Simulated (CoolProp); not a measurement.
Acetone along the isotherm 269.95 °C: fugacity coefficient from the reference equation and from simpler models built on Tc = 235.0 °C, pc = 46.92 bar, ω = 0.307; each cubic takes its own stable root.

Computed with CoolProp (reference Helmholtz-energy equation of state, Lemmon 2006). It is a short technical equation, of lower accuracy than the large ones.

```tsv
p (bar)	phase	reference	van der Waals	Redlich-Kwong	Peng-Robinson
1.48	gas	0.9902	0.9920	0.9912	0.9904
2.4	gas	0.9841	0.9871	0.9857	0.9845
3.87	gas	0.9744	0.9792	0.9770	0.9750
6.26	gas	0.9589	0.9665	0.9628	0.9598
10.1	gas	0.9342	0.9460	0.9404	0.9356
16.3	gas	0.8951	0.9130	0.9045	0.8974
26.4	gas	0.8335	0.8595	0.8471	0.8371
42.6	gas	0.7394	0.7728	0.7568	0.7447
68.9	supercritical	0.5945	0.6198	0.6105	0.6045
111	supercritical	0.4290	0.4733	0.4575	0.4534
180	supercritical	0.3195	0.3893	0.3592	0.3509
290	supercritical	0.2591	0.3655	0.3113	0.2963
469	supercritical	0.2382	0.4201	0.3129	0.2854
```
